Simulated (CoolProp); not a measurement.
Vinyl chloride at 391.25 K and 0.987 MPa is throttled through a valve to 0.196 MPa with no heat exchange. Each further row changes one setting.

Values from CoolProp's reference Helmholtz-energy equation of state, Thol 2022.

```tsv
case	temperature change (K)	final density (kg/m³)
as stated	-10.5	3.93
outlet pressure 0.0588 MPa	-12.3	1.17
outlet pressure 0.255 MPa	-9.7	5.13
```
